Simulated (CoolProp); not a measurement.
R1132(E) at several states: density (kg/m³) from the reference equation and from simpler models built on Tc = 348.8 K, pc = 5174 kPa, ω = 0.245; each cubic takes its own stable root.

Model: reference Helmholtz-energy equation of state, Akasaka 2024, in CoolProp.

```csv
T (K),p (kPa),phase,reference
355.9,10.2,gas,0.2209
338.4,1800,gas,48.19
348.4,1330,gas,32.52
367.2,6500,supercritical,306.9
266.3,6500,liquid,1042
```

Problem. How far does each simpler model (van der Waals, Soave-Redlich-Kwong, Peng-Robinson) lie from the reference over these 5 states: mean and median of the absolute difference, and the worst?

Solution. 
- van der Waals: mean 10.8 %, median 2.9 %, worst -38.0 % at 266.3 K and 6500 kPa
- Soave-Redlich-Kwong: mean 3.6 %, median 0.5 %, worst -9.5 % at 266.3 K and 6500 kPa
- Peng-Robinson: mean 1.2 %, median 1.0 %, worst +2.2 % at 266.3 K and 6500 kPa
